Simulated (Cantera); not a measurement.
Charge: 1 mol acetone, a varied amount of CO₂, 98 mol H₂, held at 2250 K and 10000 Pa.

Method: chemical equilibrium by Gibbs-energy minimisation in Cantera with the NASA 1993 tables (ideal gas, pure condensed phases). Candidate condensed phases: C, C₆H₆, C₇H₈, C₈H₁₈, H₂O; 110 gas species. The feed counts by its element totals alone. Kinetics and transport are ignored.

Which condensed phases are stable at each of these points (n(CO₂) (mol)): 0.022, 0.043, 0.082, 0.16, 0.31, 0.6, 1.2, 2.2, 4.3?


```json
[
 {"n(CO₂) (mol)": "0.022", "condensed phases": "C(graphite)", "C condensed (%)": "43.2"},
 {"n(CO₂) (mol)": "0.043", "condensed phases": "C(graphite)", "C condensed (%)": "42.2"},
 {"n(CO₂) (mol)": "0.082", "condensed phases": "C(graphite)", "C condensed (%)": "40.4"},
 {"n(CO₂) (mol)": "0.16", "condensed phases": "C(graphite)", "C condensed (%)": "37.0"},
 {"n(CO₂) (mol)": "0.31", "condensed phases": "C(graphite)", "C condensed (%)": "30.8"},
 {"n(CO₂) (mol)": "0.6", "condensed phases": "C(graphite)", "C condensed (%)": "20.2"},
 {"n(CO₂) (mol)": "1.2", "condensed phases": "C(graphite)", "C condensed (%)": "3.0"},
 {"n(CO₂) (mol)": "2.2", "condensed phases": "gas only", "C condensed (%)": "0.0"},
 {"n(CO₂) (mol)": "4.3", "condensed phases": "gas only", "C condensed (%)": "0.0"}
]
```

From 0.022 mol CO₂ to 1.2 mol CO₂ the condensed part is C(graphite). From 2.2 mol CO₂ to 4.3 mol CO₂ nothing is condensed.
